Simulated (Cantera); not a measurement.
A Cantera script and its output.

```python
import numpy as np
import cantera as ct

gas = ct.Solution("gri30.yaml")
gas.TPX = 550, 660000, {'CH4': 1, 'O2': 1.67, 'N2': 6.27}
flame = ct.FreeFlame(gas, width=0.011)
flame.set_refine_criteria(ratio=3, slope=0.08, curve=0.16)
flame.transport_model = "unity-Lewis-number"
flame.solve(loglevel=0, auto=True)
z, T = flame.grid, flame.T
thick = (T[-1] - T[0]) / np.gradient(T, z).max()
show = ['CH4', 'O2', 'H2', 'OH', 'C2H', 'C2H2']
print(f"laminar burning velocity  {flame.velocity[0] * 100:.3f} cm/s")
print(f"burnt temperature         {T[-1]:.1f} K")
print(f"thermal thickness         {thick * 1e3:.4f} mm")
print(f"grid points               {len(z)}")
z0 = z[flame.heat_release_rate.argmax()]
print(f"{'z/mm':>9s}{'T/K':>9s}{'u/(m/s)':>9s}" + "".join(f"{s:>11s}" for s in show))
rows = []
for k in (-3, -2, -1.5, -1, -0.5, -0.25, 0, 0.25, 0.5, 1, 2, 4, 8):
    zz = z0 + k * thick
    rows.append([k * thick, np.interp(zz, z, T), np.interp(zz, z, flame.velocity),
                 *(np.interp(zz, z, flame.X[gas.species_index(s)]) for s in show)])
    print(f"{rows[-1][0] * 1e3:9.3f}{rows[-1][1]:9.1f}{rows[-1][2]:9.3f}" + "".join(f"{x:11.3e}" for x in rows[-1][3:]))
```

Output:

```
laminar burning velocity  32.050 cm/s
burnt temperature         2315.9 K
thermal thickness         0.1275 mm
grid points               148
     z/mm      T/K  u/(m/s)        CH4         O2         H2         OH        C2H       C2H2
   -0.382    551.9    0.322  1.117e-01  1.866e-01  3.347e-05  5.392e-12  3.562e-23  7.618e-07
   -0.255    563.2    0.328  1.110e-01  1.855e-01  2.366e-04  2.724e-10  2.242e-20  5.385e-06
   -0.191    598.0    0.349  1.087e-01  1.821e-01  8.656e-04  3.046e-09  1.699e-18  1.970e-05
   -0.127    762.3    0.447  9.746e-02  1.657e-01  3.922e-03  5.294e-08  3.276e-15  8.927e-05
   -0.064   1281.4    0.762  5.928e-02  1.097e-01  1.440e-02  3.068e-06  1.115e-10  3.281e-04
   -0.032   1696.4    1.022  2.784e-02  6.267e-02  2.321e-02  7.867e-05  2.437e-08  5.507e-04
    0.000   2079.4    1.268  3.579e-03  1.879e-02  2.865e-02  1.642e-03  1.052e-06  5.649e-04
    0.032   2212.0    1.348  8.288e-05  4.069e-03  2.643e-02  4.251e-03  3.155e-07  5.522e-05
    0.064   2250.7    1.368  2.265e-06  1.650e-03  2.599e-02  3.957e-03  1.715e-08  3.069e-06
    0.127   2283.7    1.385  1.730e-08  6.265e-04  2.573e-02  2.702e-03  1.865e-10  4.709e-08
    0.255   2304.3    1.395  1.582e-10  2.027e-04  2.540e-02  1.587e-03  1.171e-12  4.939e-10
    0.510   2313.4    1.399  2.734e-12  7.201e-05  2.527e-02  9.909e-04  6.927e-15  4.588e-12
    1.020   2315.7    1.401  1.211e-12  4.720e-05  2.524e-02  8.272e-04  2.926e-17  2.356e-14
```

Model: GRI-Mech 3.0 (53 species, 325 reactions), integrated in Cantera. Unity Lewis numbers drop preferential diffusion, which matters most where H2 and H carry the flame. Burning velocities carry a grid error of a few per cent, more on coarse grids.
